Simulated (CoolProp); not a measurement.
Vapour-liquid equilibrium of isohexane (1) + n-hexane (2) at 5.66 bar; x and y are mole fractions of (1).

Computed with CoolProp (multi-fluid Helmholtz-energy mixture model, Lemmon 2006 and Thol 2019; pair parameters Bell 2016).

| x | bubble temperature, mixture model (°C) | bubble temperature, Raoult's law (°C) | y, mixture model | y, Raoult's law |
|---|---|---|---|---|
| 0.05 | 135.3 | 135.4 | 0.059 | 0.060 |
| 0.15 | 134.3 | 134.4 | 0.173 | 0.176 |
| 0.25 | 133.2 | 133.4 | 0.283 | 0.288 |
| 0.35 | 132.2 | 132.4 | 0.389 | 0.396 |
| 0.45 | 131.2 | 131.5 | 0.491 | 0.499 |
| 0.55 | 130.3 | 130.6 | 0.589 | 0.598 |
| 0.65 | 129.4 | 129.7 | 0.685 | 0.693 |
| 0.75 | 128.6 | 128.8 | 0.777 | 0.785 |
| 0.85 | 127.7 | 127.9 | 0.868 | 0.874 |
| 0.95 | 127.0 | 127.0 | 0.956 | 0.959 |

The largest gap from Raoult's law is -0.3 K in bubble temperature, at x = 0.55. No azeotrope shows between x = 0.05 and 0.95.

The pair parameters rest on a limited set of measurements; away from them the model extrapolates.
